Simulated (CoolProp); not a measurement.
Vapour-liquid equilibrium of hexamethyldisiloxane (MM) (1) + toluene (2) at 58.55 °C; x and y are mole fractions of (1).

The numbers come from the multi-fluid Helmholtz-energy mixture model, Thol 2016 and Lemmon 2006; pair parameters Bell 2016 in CoolProp.

```json
[
 {"x": "0.05", "bubble pressure, mixture model (MPa)": "0.01821", "bubble pressure, Raoult's law (MPa)": "0.01786", "y, mixture model": "0.086", "y, Raoult's law": "0.069"},
 {"x": "0.15", "bubble pressure, mixture model (MPa)": "0.01953", "bubble pressure, Raoult's law (MPa)": "0.01859", "y, mixture model": "0.234", "y, Raoult's law": "0.200"},
 {"x": "0.25", "bubble pressure, mixture model (MPa)": "0.02068", "bubble pressure, Raoult's law (MPa)": "0.01931", "y, mixture model": "0.356", "y, Raoult's law": "0.320"},
 {"x": "0.35", "bubble pressure, mixture model (MPa)": "0.02168", "bubble pressure, Raoult's law (MPa)": "0.02004", "y, mixture model": "0.458", "y, Raoult's law": "0.432"},
 {"x": "0.45", "bubble pressure, mixture model (MPa)": "0.02252", "bubble pressure, Raoult's law (MPa)": "0.02076", "y, mixture model": "0.548", "y, Raoult's law": "0.536"},
 {"x": "0.55", "bubble pressure, mixture model (MPa)": "0.02323", "bubble pressure, Raoult's law (MPa)": "0.02149", "y, mixture model": "0.630", "y, Raoult's law": "0.634"},
 {"x": "0.65", "bubble pressure, mixture model (MPa)": "0.02380", "bubble pressure, Raoult's law (MPa)": "0.02221", "y, mixture model": "0.707", "y, Raoult's law": "0.724"},
 {"x": "0.75", "bubble pressure, mixture model (MPa)": "0.02425", "bubble pressure, Raoult's law (MPa)": "0.02294", "y, mixture model": "0.784", "y, Raoult's law": "0.809"},
 {"x": "0.85", "bubble pressure, mixture model (MPa)": "0.02457", "bubble pressure, Raoult's law (MPa)": "0.02366", "y, mixture model": "0.864", "y, Raoult's law": "0.889"},
 {"x": "0.95", "bubble pressure, mixture model (MPa)": "0.02474", "bubble pressure, Raoult's law (MPa)": "0.02439", "y, mixture model": "0.952", "y, Raoult's law": "0.964"}
]
```

The largest gap from Raoult's law is +8.5 % in bubble pressure, at x = 0.45. No azeotrope shows between x = 0.05 and 0.95.

Pair parameters are fitted to limited data, so mixtures are less certain than the pure fluids.
